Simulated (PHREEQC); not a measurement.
Hard or scaling water: speciation

Solution (20 °C): 0.78 mmol/kgw CaSO4 and 4.4 mmol/kgw CO2. Closed to the air; pH follows from the charge balance.

Model: ion-association model, phreeqc.dat, run in PHREEQC.

```yaml
pH: 4.38
ionic_strength: 0.00294 mol/kgw
specific_conductance: 180 µS/cm
```

```tsv
species	molality	activity	log γ
CO2	0.00435	0.00436	0.000
Ca+2	0.000723	0.000574	-0.100
SO4-2	0.000722	0.000572	-0.101
CaSO4	5.62e-5	5.62e-5	0.000
HCO3-	4.59e-5	4.34e-5	-0.025
H+	4.40e-5	4.17e-5	-0.024
HSO4-	2.21e-6	2.08e-6	-0.026
CaHCO3+	3.09e-7	2.92e-7	-0.025
(CO2)2	2.94e-7	2.94e-7	0.000
CaHSO4+	1.53e-8	1.44e-8	-0.026
```

Precipitation was switched off in this run. Species that the database lacks are ignored.
